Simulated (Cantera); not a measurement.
An isothermal, constant-pressure homogeneous reactor starts with CO : O₂ : H₂O : N₂ = 0.019 : 0.0034 : 0.07 : 1 (molar parts), equivalence ratio 2.8, at 1075 K and 1.00 atm.

Cantera simulation using GRI-Mech 3.0 (53 species, 325 reactions); the numbers are that mechanism's predictions, not measurements.

One state of this run: x CO = 0.00407; x O₂ = 9.64e-11; x H₂O = 0.0571; x NO = 3.83e-8; x H₂ = 0.00714. x: mole fraction; the columns are a selection and need not sum to one.

### Question
Which value of t (s) does it belong to?
A) 2.12
B) 8.70e-5
C) 0.000267
D) 0.225

### Answer
A, 2.12
